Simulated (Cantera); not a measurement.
Gas mixture: 76.1 % NO, 23.9 % H2O, at 110 Pa, frozen composition.

Cantera's kinetic-theory transport with the Lennard-Jones parameters of GRI-Mech 3.0, ideal gas; thermal conductivity in the mixture-averaged form. Polar gases are described roughly by these parameters. The composition is frozen, though it would react at the higher temperatures.

One state of this run: ρ (kg/m³) = 0.000359; cp (J/kg/K) = 1317; μ (µPa s) = 41.7; λ (mW/m/K) = 78.2; Pr = 0.703; D (cm²/s) C2H2 = 1290; D (cm²/s) CH4 = 1700; D (cm²/s) NH3 = 1840. D: mixture-averaged diffusion coefficient of that species in the mixture.

Q: Which value of T (K) does it belong to?
A) 1000
B) 1450
C) 700
D) 1150

A: A, 1000
